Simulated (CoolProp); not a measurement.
Properties of R1234yf along the isobar 159 bar (Tc = 94.7 °C, pc = 33.84 bar, ω = 0.276).

Model: reference Helmholtz-energy equation of state, Lemmon 2022, in CoolProp.

| T (°C) | phase | density (kg/m³) | viscosity (µPa s) | Prandtl number | fugacity coefficient |
|---|---|---|---|---|---|
| -32.45 | liquid | 1312 | 378 | 4.96 | 0.01075 |
| -15.45 | liquid | 1272 | 307 | 4.39 | 0.02077 |
| 1.45 | liquid | 1231 | 255 | 3.96 | 0.03607 |
| 18.35 | liquid | 1189 | 214 | 3.61 | 0.05764 |
| 35.25 | liquid | 1145 | 181 | 3.32 | 0.08601 |
| 52.25 | liquid | 1100 | 155 | 3.07 | 0.1215 |
| 69.15 | liquid | 1053 | 134 | 2.86 | 0.1632 |
| 86.05 | liquid | 1004 | 116 | 2.67 | 0.2105 |
| 102.95 | supercritical | 952.2 | 101 | 2.49 | 0.2622 |
| 119.95 | supercritical | 898.2 | 89.0 | 2.34 | 0.3174 |
| 136.85 | supercritical | 843.0 | 79.1 | 2.19 | 0.3739 |

Viscosity comes from a separate model (Bell 2016), an estimate that may be off by 10 % or more. Thermal conductivity comes from a separate model (Perkins 2011).
